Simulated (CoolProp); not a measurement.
R245ca along the isotherm 176.85 °C: Z from the reference equation and from simpler models built on Tc = 174.4 °C, pc = 39.41 bar, ω = 0.355; each cubic takes its own stable root.

The numbers come from the reference Helmholtz-energy equation of state, Zhou 2016 in CoolProp.

```
p (bar)          phase  reference  van der Waals  Soave-Redlich-Kwong
-------  -------------  ---------  -------------  -------------------
5.91               gas     0.9467         0.9543               0.9482
11.8               gas     0.8898         0.9048               0.8927
17.7               gas     0.8274         0.8497               0.8318
23.6               gas     0.7567         0.7869               0.7635
29.6               gas     0.6703         0.7099               0.6817
35.5               gas     0.5558         0.6068               0.5764
41.4     supercritical     0.2438         0.3188               0.3056
47.3     supercritical     0.2168         0.3115               0.2693
53.2     supercritical     0.2292         0.3290               0.2790
59.1     supercritical     0.2452         0.3506               0.2941
```
